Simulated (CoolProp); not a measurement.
The fluid at 291.71 K and 16.5 MPa flows at 21 m/s in a round tube of 2 mm bore and 45 µm roughness, fully developed (64/Re and Nu = 3.66 if laminar; Colebrook and Gnielinski if turbulent). The same conditions are run with several fluids, on thermodynamics alone (safety and materials aside).

Computed with CoolProp (reference Helmholtz-energy equation of state of each fluid (methane: Setzmann 1991; nitrogen: Span 2000; oxygen: Schmidt 1985; normal hydrogen: Leachman 2009; dry air: Lemmon 2000)). Blends and air are pseudo-pure fits.

### Question
Rank methane, nitrogen, oxygen, normal hydrogen, dry air by Reynolds number, highest first.

### Answer
oxygen (386000), dry air (368000), nitrogen (357000), methane (334000), normal hydrogen (57800)

```csv
fluid,Darcy friction factor,pressure drop (Pa/m),heat-transfer coefficient (W/(m² K)),mass flow (kg/h)
methane,0.0510,769000,61500,32.5
nitrogen,0.0510,1040000,37000,44.0
oxygen,0.0510,1310000,41600,55.4
normal hydrogen,0.0515,70700,31700,2.95
dry air,0.0510,1100000,38200,46.5
```

Transport values come from each fluid's own correlations.
